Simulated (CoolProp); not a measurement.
A single-stage vapour-compression cycle with n-pentane: evaporating at 270.15 K (dew point), condensing at 314.15 K (bubble point), superheat 8 K, subcooling 5 K, compressor efficiency 0.8, no pressure losses. Each further row changes one setting.

Computed with CoolProp (reference Helmholtz-energy equation of state, Thol 2019).

| case | cooling COP | pressure ratio | discharge temperature (K) | refrigerating effect (kJ/kg) | volumetric capacity (kJ/m³) |
|---|---|---|---|---|---|
| as stated | [?] | 5.62 | 323.4 | 311 | 209 |
| evaporating temperature 275.15 K | 5.08 | 4.47 | [?] | 318 | 265 |
| condensing temperature 309.15 K | [?] | 4.75 | 318.9 | 322 | 217 |
| subcooling 10 K | 4.50 | 5.62 | 323.4 | 322 | 217 |
| superheat 18 K | 4.39 | 5.62 | 333.7 | 327 | 212 |
| compressor efficiency 0.7 | [?] | 5.62 | 329.0 | 311 | 209 |

Question: Some entries are withheld; supply them.

Answer: 
- as stated, cooling COP: 4.33
- evaporating temperature 275.15 K, discharge temperature (K): 322.7
- condensing temperature 309.15 K, cooling COP: 5.00
- compressor efficiency 0.7, cooling COP: 3.79
